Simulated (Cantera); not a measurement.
Cantera run:

```python
import numpy as np
import cantera as ct

gas_names = [...]  # 113 gases of nasa_gas.yaml made of C, H, O, Ta
cond_names = """
    C(gr) C6H6(L) C7H8(L) C8H18(L),n-octa H2O(s) H2O(L) Ta(cr) Ta(L) TaC(s) TaC(L) Ta2O5(s) Ta2O5(L)
""".split()


# ... load() reads the species with a 1 bar reference pressure and builds the phases ...
atoms = {
    'Ta2O5': {'Ta': 2, 'O': 5},
    'C': {'C': 1},
    'H2': {'H': 2},
    'CH4': {'C': 1, 'H': 4},
}
top_T = {'C(gr)': 4500}  # K; cautious upper limits of use, not melting points


# ... equilibrate(T, P, feed) seeds the gas with the atoms and calls Mixture.equilibrate('TP', solver="vcs", rtol=1e-11, max_steps=5000) ...
results = []
feed = {'Ta2O5': 1, 'C': 2.6, 'H2': 1.4, 'CH4': 3.8}  # mol
T = 1850  # K
P = 101325  # Pa
mix = equilibrate(T, P, feed)
results.append((T, P, feed, dict(zip(mix.species_names, mix.species_moles))))
x = sorted(zip(gas.X, gas.species_names), reverse=True)
print(f"T = {T:g} K  P = {P:g} Pa  gas = {mix.phase_moles(0):.4g} mol")
print("   x: " + "  ".join(f"{s} {v:.3e}" for v, s in x if v > 1e-06))
print("   condensed (mol): " + ("  ".join(f"{mix.phase(i).name} {mix.phase_moles(i):.4g}"
      for i in range(1, mix.n_phases) if mix.phase_moles(i) > 1e-12) or "none"))
```

It prints:

```
T = 1850 K  P = 101325 Pa  gas = 13.56 mol
   x: H2 6.597e-01  CO 3.354e-01  H2O 3.961e-03  CO2 5.015e-04  H 4.347e-04  CH4 3.660e-06
   condensed (mol): TaC(s) 1.846  Ta2O5(s) 0.07708
```

Equilibrium computed with Cantera from the NASA thermochemical tables; the gas is ideal and each condensed phase is pure. Mutual solubility and eutectic melting of coexisting phases are not modelled. TaC: taken at fixed stoichiometry. Condensed phases not in the tables: Ta2C.
